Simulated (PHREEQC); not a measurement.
Make-up at 20 °C: 0.15 mol/kgw CuSO4, 0.00066 mol/kgw HCl and 0.0031 mol/kgw H3BO3. Closed to the air; pH follows from the charge balance.

Equilibrium calculation in PHREEQC: ion-association model, wateq4f.dat.

Each row changes one thing in this solution. Precipitation was switched off in this run.

```
case                                           pH  ionic strength (mol/kgw)  CuSO4 (mol/kgw)  Cu+2 (mol/kgw)  SO4-2 (mol/kgw)  Cl- (mol/kgw)  SI of Chalcanthite (CuSO4:5H2O)
-------------------------------------------  ----  ------------------------  ---------------  --------------  ---------------  -------------  -------------------------------
as made                                      3.74                     0.297           0.0756          0.0744           0.0740       0.000631                            -0.74
temperature from 20 to 70 °C                 3.91                     0.287           0.0778          0.0716           0.0713       0.000491                            -1.01
H3BO3 replaced by HBF4 at the same molality  2.85                     0.300           0.0743          0.0751           0.0725       0.000631                            -0.74
H3BO3 left out                               3.74                     0.297           0.0756          0.0744           0.0740       0.000631                            -0.74
0.018 mol/kgw CO2 added                      3.52                     0.297           0.0754          0.0742           0.0739       0.000631                            -0.74
0.0029 mol/kgw Na2HPO4 added                 5.21                     0.304           0.0745          0.0733           0.0750            [?]                            -0.74
diluted 2-fold with water                    3.92                     0.162              [?]          0.0404           0.0402            [?]                            -1.09
```

### Question
Some entries are withheld; supply them.

### Answer

- 0.0029 mol/kgw Na2HPO4 added, Cl- (mol/kgw): 0.000632
- diluted 2-fold with water, CuSO4 (mol/kgw): 0.0346
- diluted 2-fold with water, Cl- (mol/kgw): 0.000320

Some of these states are supersaturated (in Antlerite, Brochantite, for instance). H3PO4, which wateq4f.dat lacks, is added to it with the constant of phreeqc.dat. At this temperature some constants are extrapolated from 25 °C, and those without enthalpy data are left unchanged. The database has no phosphate complexes of Cu.
